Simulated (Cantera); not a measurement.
Cantera with NASA thermochemical tables; ideal gases at 1 bar, condensed phases pure. Values are per mole of reaction as written; species without (g) are pure solids or liquids, kept so even where they would boil at 1 bar.

Ba + 2 HF(g) ⇌ BaF2 + H2(g)

| T (K) | ΔH° (kJ) | ΔS° (J/K) | ΔG° (kJ) | log10 K |
|---|---|---|---|---|
| 2298 | ? | ? | ? | ? |
| 2398 | ? | ? | ? | ? |
| 2498 | -580.7 | -119.1 | -283.1 | 5.92 |
| 2598 | ? | ? | ? | ? |
| 2698 | -575.8 | -117.2 | -259.5 | 5.02 |

Question: Some entries are withheld; supply them.

Answer: 
- 2298, ΔH° (kJ): -585.8
- 2298, ΔS° (J/K): -121.2
- 2298, ΔG° (kJ): -307.2
- 2298, log10 K: 6.98
- 2398, ΔH° (kJ): -583.2
- 2398, ΔS° (J/K): -120.2
- 2398, ΔG° (kJ): -295.1
- 2398, log10 K: 6.43
- 2598, ΔH° (kJ): -578.2
- 2598, ΔS° (J/K): -118.1
- 2598, ΔG° (kJ): -271.3
- 2598, log10 K: 5.45
